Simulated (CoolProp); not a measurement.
The fluid at 196.53 K and 0.0634 MPa flows at 1.4 m/s in a round tube of 6 mm bore and 0.25 µm roughness, fully developed (64/Re and Nu = 3.66 if laminar; Colebrook and Gnielinski if turbulent). The same conditions are run with several fluids, on thermodynamics alone (safety and materials aside).

Values from CoolProp's reference Helmholtz-energy equation of state of each fluid (C2F6 (R116): Lemmon 2006; normal hydrogen: Leachman 2009; ethane: Bücker 2006).

### Question
Rank C2F6 (R116), normal hydrogen, ethane by Reynolds number, highest first.

### Answer
C2F6 (R116) (5010), ethane (1590), normal hydrogen (98.5)

| fluid | Darcy friction factor | pressure drop (Pa/m) | heat-transfer coefficient (W/(m² K)) | mass flow (kg/h) |
|---|---|---|---|---|
| C2F6 (R116) | 0.0374 | 33.6 | 20.7 | 0.784 |
| normal hydrogen | 0.650 | 8.29 | 79.8 | 0.0111 |
| ethane | 0.0402 | 7.78 | 6.31 | 0.169 |

Transport values come from each fluid's own correlations; those of C2F6 (R116) are estimates that may be off by 10 % or more.
